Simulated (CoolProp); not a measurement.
Computed with CoolProp (reference Helmholtz-energy equation of state, Rui 2013).

Task: For R236EA, give the phase and the Z, cp (kJ/(kg K)), Prandtl number at 248 K and 1600 kPa; 248 K and 1920 kPa; 248 K and 2560 kPa.

Result: 
- 248 K and 1600 kPa: liquid; Z 0.0748, cp 1.21, Prandtl number 10.8
- 248 K and 1920 kPa: liquid; Z 0.0897, cp 1.21, Prandtl number 10.8
- 248 K and 2560 kPa: liquid; Z 0.119, cp 1.21, Prandtl number 10.9

Viscosity comes from a separate model (Huber 2003), an estimate that may be off by 10 % or more. Thermal conductivity comes from a separate model (Huber 2003), an estimate that may be off by 10 % or more.
